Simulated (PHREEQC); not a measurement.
Consider water at 25 °C with 3.8 mmol/kgw CdBr2, 0.016 mmol/kgw CO2 and 0.72 mmol/kgw SrCl2. Closed to the air; pH follows from the charge balance.

Computed with PHREEQC (ion-association model, wateq4f.dat).

This is a speciation only: nothing precipitates in the calculation.

Task: Order these Br species by the share of Br that they hold, largest first: Br-, CdBr2, CdBr+.

Result: Br- (81 %), CdBr+ (18 %), CdBr2 (0.95 %)

Task: Order these C species by the share of C that they hold, largest first: CO2, CdHCO3+, SrHCO3+, HCO3-.

Result: CO2 (83 %), HCO3- (16 %), CdHCO3+ (0.75 %), SrHCO3+ (0.12 %)

The pH is 5.59 and the ionic strength 0.0104 mol/kgw.
